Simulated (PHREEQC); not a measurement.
Consider water at 40 °C with 8.3 mmol/kgw CuCl2, 23 mmol/kgw HCl and 0.69 mmol/kgw Na2SO4. Closed to the air; pH follows from the charge balance.

Computed with PHREEQC (ion-association model, phreeqc.dat).

No solid was allowed to form.

### Question
Estimate the pH.

### Answer
pH 1.71.

### Question
In which forms is Cu present?

### Answer
Cu+2 90 %, CuCl+ 9.0 %, CuSO4 1.1 % of the Cu.

Constants without temperature data keep their 25 °C values here.
